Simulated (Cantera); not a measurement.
A closed system holds: 1 mol C2H2, 0.16 mol NH3, 35 mol H2, at 2427 °C and 13300 Pa.

These are equilibrium values from Cantera (NASA tables, ideal gas, pure condensed phases), not measurements of a reactor. Rates play no part.

```
species              before    after
-----------------  --------  -------
H2                    0.834    0.989
H                     0.142  0.00725
N2                 0.000595  0.00176
C2H2 (acetylene)     0.0197  0.00123
C3                  6.60e-5  1.23e-9
C                   1.59e-5  1.08e-9
C2H                0.000356  2.15e-7
C4H2               0.000193  6.15e-7
CN                  3.20e-5  1.67e-7
C2H2 (vinylidene)   2.86e-5  1.67e-7
C(graphite), mol      0.276     1.88
```
Gas species are given as mole fractions.

Which change was made?
A. NH3 from 0.16 to 0.42 mol
B. temperature from 2427 °C to 1325 °C
C. temperature from 2427 °C to 1802 °C
D. C2H2 replaced by C2H6

C, temperature from 2427 °C to 1802 °C
